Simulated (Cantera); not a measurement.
Source: NASA polynomial tables (part measured, part estimated), evaluated in Cantera. Values are per mole of reaction as written; species without (g) are pure solids or liquids, kept so even where they would boil at 1 bar. TaC: taken at fixed stoichiometry.

### Question
Between 848 and 1898 K, where is each reaction favourable under standard conditions?
- Ta + 2 N2O(g) ⇌ 2 N2(g) + TaO2(g)
- 4 N2O(g) + TaC ⇌ CO2(g) + TaO2(g) + 8 N(g)

### Answer
- Ta + 2 N2O(g) ⇌ 2 N2(g) + TaO2(g): ΔG° is -516 kJ at 848 K and -689 kJ at 1898 K; it stays negative (K > 1). ΔH° is -390 kJ and ΔS° 158 J/K at 1898 K.
- 4 N2O(g) + TaC ⇌ CO2(g) + TaO2(g) + 8 N(g): ΔG° is 2315 kJ at 848 K and 1440 kJ at 1898 K; it stays positive (K < 1). ΔH° is 3015 kJ and ΔS° 830 J/K at 1898 K.
